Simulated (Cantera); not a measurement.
A closed system holds: 1 mol HgO, a varied amount of N₂, equilibrated at 998 K and 1 atm.

Cantera equilibrium calculation (NASA polynomials, part measured and part estimated; ideal gas, pure solids and liquids). Candidate condensed phases: Hg, HgO; 10 gas species. The numbers say what is thermodynamically allowed, not how fast it happens.

log p: log10 of the partial pressure in bar; nothing condenses.

```tsv
n(N₂) (mol)	log p N₂	log p Hg	log p O₂	log p NO	log p NO₂
10	-0.05	-1.05	-1.36	-4.83	-6.43
19	-0.03	-1.31	-1.61	-4.94	-6.67
29	-0.02	(withheld)	(withheld)	(withheld)	(withheld)
38	-0.01	-1.59	-1.89	-5.08	-6.94
47	-0.01	-1.68	-1.98	-5.12	-7.03
56	-0.01	-1.75	-2.06	-5.15	-7.10
65	0.00	(withheld)	-2.12	-5.18	-7.17
74	0.00	-1.87	-2.17	-5.21	-7.22
83	0.00	-1.92	-2.22	-5.24	-7.27
```

Question: Some entries are withheld; supply them.

Answer: 
- 65, log p Hg: -1.82
- 29, log p Hg: -1.48
- 29, log p O₂: -1.78
- 29, log p NO: -5.02
- 29, log p NO₂: -6.83
